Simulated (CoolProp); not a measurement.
Saturation properties of methanol.

Computed with CoolProp (reference Helmholtz-energy equation of state, de Reuck 1993).

```tsv
T (K)	p (MPa)	vapour density (kg/m³)	surface tension (mN/m)
326.9	0.06539	0.8057	19.7
337	0.09883	1.192	18.9
347.2	0.1460	1.728	18.0
357.3	0.2095	2.441	17.1
367.5	0.2952	3.393	16.1
377.6	0.4062	4.623	15.2
387.8	0.5503	6.224	14.2
397.9	0.7308	8.249	13.1
408.1	0.9584	10.85	12.1
418.2	1.236	14.10	11.0
428.4	1.577	18.24	9.84
438.6	1.989	23.46	8.67
```

It boils at 337.6 K under 1 atm.

Surface tension comes from a separate correlation (Mulero 2012).
